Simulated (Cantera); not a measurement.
Input: 1 mol FeS₂, 170 mol H₂, 93 mol N₂, equilibrated at 1450 °C.

These are equilibrium values from Cantera (NASA tables, ideal gas, pure condensed phases), not measurements of a reactor. Candidate condensed phases: Fe, FeS, FeS₂, S; 16 gas species. The numbers say what is thermodynamically allowed, not how fast it happens.

### Question
At 7500 Torr, list the 5 most abundant gas species with their mole fractions, and the condensed phases.

### Answer
H₂ 0.639, N₂ 0.354, H₂S 0.00752, NH₃ 0.000105, SH 7.34e-5. Condensed: Fe(δ).
